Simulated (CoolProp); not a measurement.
Vapour-liquid equilibrium of propane (1) + R236EA (2) at 1.32 MPa; x and y are mole fractions of (1).

Computed with CoolProp (multi-fluid Helmholtz-energy mixture model, Lemmon 2009 and Rui 2013; pair parameters Bell 2016).

```csv
x,"bubble temperature, mixture model (K)","bubble temperature, Raoult's law (K)","y, mixture model","y, Raoult's law"
0.05,?,360.8,0.182,0.137
0.2,334.9,349.5,0.535,0.443
0.35,324.0,340.0,0.681,0.644
0.5,318.6,331.8,0.751,0.780
0.65,315.4,324.8,?,0.874
0.8,?,318.6,0.861,0.940
0.95,311.6,313.2,0.953,0.987
```

**Question.** Fill in the missing entries.

**Answer.** 
- 0.05, bubble temperature, mixture model (K): 355.9
- 0.65, y, mixture model: 0.802
- 0.8, bubble temperature, mixture model (K): 313.0

The largest gap from Raoult's law is -16.0 K in bubble temperature, at x = 0.35. No azeotrope shows between x = 0.05 and 0.95.

The pair parameters rest on a limited set of measurements; away from them the model extrapolates. With so large a gap from Raoult's law the liquid may split in two, which this calculation doesn't test in full.
